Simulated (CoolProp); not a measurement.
Octamethyltrisiloxane (MDM) at several states: Z from the reference equation and from simpler models built on Tc = 292.2 °C, pc = 1.438 MPa, ω = 0.528; each cubic takes its own stable root.

The numbers come from the reference Helmholtz-energy equation of state, Thol 2017 in CoolProp.

```tsv
T (°C)	p (MPa)	phase	reference
64.55	0.0202	liquid	0.002196
-57.75	0.0409	liquid	0.006025
184.55	0.0287	gas	0.9850
-6.55	0.273	liquid	0.03440
```

Question: How far does each simpler model (van der Waals, Redlich-Kwong, Soave-Redlich-Kwong) lie from the reference over these 4 states: mean and median of the absolute difference, and the worst?

Answer: 
- van der Waals: mean 11239.6 %, median 76.7 %, worst +44804.4 % at 64.55 °C and 0.0202 MPa
- Redlich-Kwong: mean 11140.0 %, median 18.8 %, worst +44522.0 % at 64.55 °C and 0.0202 MPa
- Soave-Redlich-Kwong: mean 9.9 %, median 11.8 %, worst +15.8 % at -57.75 °C and 0.0409 MPa

At some of these states van der Waals, Redlich-Kwong gives the other phase, because its saturation line lies elsewhere.
